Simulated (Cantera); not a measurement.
Chlorosilane synthesis and conversion: Si + HCl + H2

Feed: 1 mol Si, a varied amount of HCl, 4.4 mol H2, at 573.15 K and 1.10 bar.

Equilibrium computed with Cantera from the NASA thermochemical tables; the gas is ideal and each condensed phase is pure. Candidate condensed phases: Si; 19 gas species. The numbers say what is thermodynamically allowed, not how fast it happens.

```csv
n(HCl) (mol),x H2,x HCl,x SiCl4,x SiHCl3,x SiH2Cl2,x SiH3Cl,x SiCl3,x SiH4,n Si(s)
0.72,0.957,1.28e-5,0.0201,0.0213,0.00103,9.49e-6,2.40e-8,4.54e-8,0.791
1.2,0.935,1.44e-5,0.0334,0.0307,0.00130,1.04e-5,3.51e-8,4.32e-8,0.656
1.7,0.914,1.54e-5,0.0459,0.0386,0.00149,1.09e-5,4.46e-8,4.14e-8,0.517
2.2,0.896,1.61e-5,0.0573,0.0451,0.00163,1.11e-5,5.27e-8,3.97e-8,0.378
2.6,0.883,1.65e-5,0.0656,0.0496,0.00172,1.13e-5,5.83e-8,3.86e-8,0.267
3.1,0.869,1.70e-5,0.0752,0.0545,0.00181,1.14e-5,6.45e-8,3.74e-8,0.129
3.6,0.857,1.96e-5,0.0872,0.0541,0.00154,8.26e-6,6.45e-8,2.32e-8,0
4.1,0.853,0.0135,0.133,0.000120,4.93e-9,<1e-12,1.43e-10,<1e-12,0
4.6,0.800,0.0750,0.125,1.89e-5,1.31e-10,<1e-12,2.33e-11,<1e-12,0
5,0.762,0.119,0.119,1.08e-5,4.48e-11,<1e-12,1.36e-11,<1e-12,0
5.5,0.719,0.169,0.112,6.79e-6,1.88e-11,<1e-12,8.84e-12,<1e-12,0
6,0.681,0.213,0.106,4.82e-6,1.00e-11,<1e-12,6.45e-12,<1e-12,0
```
x: gas mole fraction; n: condensed amount in mol.

From 0.72 mol HCl to 3.1 mol HCl the condensed part is Si(s). From 3.6 mol HCl to 6 mol HCl nothing is condensed. The main Si-bearing gas is SiHCl3 at 0.72 mol HCl and SiCl4 at 6 mol HCl.
